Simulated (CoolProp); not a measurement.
Vapour-liquid equilibrium of n-hexane (1) + p-xylene (2) at 346.7 K; x and y are mole fractions of (1).

The numbers come from the multi-fluid Helmholtz-energy mixture model, Thol 2019 and Zhou 2012; pair parameters Bell 2016 in CoolProp.

```json
[
 {"x": "0.05", "bubble pressure, mixture model (bar)": "0.1909", "bubble pressure, Raoult's law (bar)": "0.1741", "y, mixture model": "0.392", "y, Raoult's law": "0.338"},
 {"x": "0.15", "bubble pressure, mixture model (bar)": "0.3196", "bubble pressure, Raoult's law (bar)": "0.2797", "y, mixture model": "0.670", "y, Raoult's law": "0.631"},
 {"x": "0.25", "bubble pressure, mixture model (bar)": "0.4368", "bubble pressure, Raoult's law (bar)": "0.3852", "y, mixture model": "0.782", "y, Raoult's law": "0.764"},
 {"x": "0.35", "bubble pressure, mixture model (bar)": "0.5447", "bubble pressure, Raoult's law (bar)": "0.4907", "y, mixture model": "0.844", "y, Raoult's law": "0.839"},
 {"x": "0.45", "bubble pressure, mixture model (bar)": "0.6458", "bubble pressure, Raoult's law (bar)": "0.5962", "y, mixture model": "0.885", "y, Raoult's law": "0.888"},
 {"x": "0.55", "bubble pressure, mixture model (bar)": "0.7423", "bubble pressure, Raoult's law (bar)": "0.7017", "y, mixture model": "0.915", "y, Raoult's law": "0.922"},
 {"x": "0.65", "bubble pressure, mixture model (bar)": "0.8362", "bubble pressure, Raoult's law (bar)": "0.8072", "y, mixture model": "0.938", "y, Raoult's law": "0.947"},
 {"x": "0.75", "bubble pressure, mixture model (bar)": "0.9299", "bubble pressure, Raoult's law (bar)": "0.9127", "y, mixture model": "0.958", "y, Raoult's law": "0.967"},
 {"x": "0.85", "bubble pressure, mixture model (bar)": "1.025", "bubble pressure, Raoult's law (bar)": "1.018", "y, mixture model": "0.976", "y, Raoult's law": "0.982"},
 {"x": "0.95", "bubble pressure, mixture model (bar)": "1.125", "bubble pressure, Raoult's law (bar)": "1.124", "y, mixture model": "0.992", "y, Raoult's law": "0.995"}
]
```

The largest gap from Raoult's law is +14.3 % in bubble pressure, at x = 0.15. No azeotrope shows between x = 0.05 and 0.95.

The pair parameters rest on a limited set of measurements; away from them the model extrapolates.
